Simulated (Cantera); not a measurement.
**Formation from one mole of F2**

Source: NASA polynomial tables (part measured, part estimated), evaluated in Cantera. Values are per mole of reaction as written; species without (g) are pure solids or liquids, kept so even where they would boil at 1 bar. The tables' values for SiF2 are old estimates.

0.5 C + F2(g) = 0.5 CF4(g)

| T (K) | ΔH° (kJ) | ΔS° (J/K) | ΔG° (kJ) | log10 K |
|---|---|---|---|---|
| 300 | -466.6 | -75.0 | -444.1 | 77.32 |
| 1723 | -465.8 | -75.4 | -335.8 | 10.18 |
| 1748 | -465.8 | -75.4 | -333.9 | 9.98 |
| 1773 | -465.7 | -75.4 | -332.1 | 9.78 |
| 1798 | -465.7 | -75.4 | -330.2 | 9.59 |
| 1823 | -465.7 | -75.4 | -328.3 | 9.41 |
| 1848 | -465.6 | -75.3 | -326.4 | 9.23 |

Si + F2(g) = SiF2(g)

| T (K) | ΔH° (kJ) | ΔS° (J/K) | ΔG° (kJ) | log10 K | condensed phases |
|---|---|---|---|---|---|
| 300 | -587.9 | 34.9 | -598.4 | 104.18 | Si(s) |
| 1723 | -649.5 | -7.9 | -635.9 | 19.28 | Si(l) |
| 1748 | -649.7 | -8.0 | -635.7 | 18.99 | Si(l) |
| 1773 | -649.9 | -8.1 | -635.5 | 18.72 | Si(l) |
| 1798 | -650.1 | -8.3 | -635.3 | 18.45 | Si(l) |
| 1823 | -650.3 | -8.4 | -635.1 | 18.20 | Si(l) |
| 1848 | -650.5 | -8.5 | -634.8 | 17.94 | Si(l) |

C + F2(g) = CF2(g)

```tsv
T (K)	ΔH° (kJ)	ΔS° (J/K)	ΔG° (kJ)	log10 K
300	-182.0	32.3	-191.7	33.38
1723	-188.2	26.1	-233.1	7.07
1748	-188.4	26.0	-233.8	6.99
1773	-188.5	25.9	-234.4	6.91
1798	-188.7	25.8	-235.1	6.83
1823	-188.9	25.7	-235.7	6.75
1848	-189.0	25.6	-236.3	6.68
```

0.6667 B + F2(g) = 0.6667 BF3(g)

```json
[
 {"T (K)": "300", "ΔH° (kJ)": "-757.1", "ΔS° (J/K)": "-37.1", "ΔG° (kJ)": "-746.0", "log10 K": "129.88"},
 {"T (K)": "1723", "ΔH° (kJ)": "-762.6", "ΔS° (J/K)": "-44.4", "ΔG° (kJ)": "-686.2", "log10 K": "20.80"},
 {"T (K)": "1748", "ΔH° (kJ)": "-762.7", "ΔS° (J/K)": "-44.4", "ΔG° (kJ)": "-685.1", "log10 K": "20.47"},
 {"T (K)": "1773", "ΔH° (kJ)": "-762.8", "ΔS° (J/K)": "-44.5", "ΔG° (kJ)": "-684.0", "log10 K": "20.15"},
 {"T (K)": "1798", "ΔH° (kJ)": "-762.9", "ΔS° (J/K)": "-44.5", "ΔG° (kJ)": "-682.9", "log10 K": "19.84"},
 {"T (K)": "1823", "ΔH° (kJ)": "-763.0", "ΔS° (J/K)": "-44.6", "ΔG° (kJ)": "-681.8", "log10 K": "19.53"},
 {"T (K)": "1848", "ΔH° (kJ)": "-763.2", "ΔS° (J/K)": "-44.6", "ΔG° (kJ)": "-680.6", "log10 K": "19.24"}
]
```
